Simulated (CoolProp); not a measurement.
Aqueous ethanol as a coolant, at 9 °C, 1 atm.

Values from CoolProp's Melinder's fits for secondary coolants.

| mass % | freezing point (°C) | density (kg/m³) | conductivity (W/(m K)) | cp (kJ/(kg K)) | Prandtl number |
|---|---|---|---|---|---|
| 2.9 | -1.2 | 994.2 | 0.559 | 4.253 | 11.8 |
| 8 | -3.4 | 986.6 | 0.527 | 4.335 | 16.7 |
| 13.1 | -6.2 | 980.7 | 0.496 | 4.374 | 22.8 |
| 18.2 | -9.7 | 975.1 | 0.466 | 4.365 | 29.7 |
| 23.3 | -13.9 | 969.3 | 0.438 | 4.311 | 36.5 |
| 28.3 | -18.5 | 962.8 | 0.412 | 4.225 | 42.4 |
| 33.4 | -23.4 | 955.0 | 0.387 | 4.115 | 47.0 |
| 38.5 | -28.2 | 946.1 | 0.363 | 3.996 | 50.0 |
| 43.6 | -32.6 | 936.0 | 0.341 | 3.876 | 51.7 |
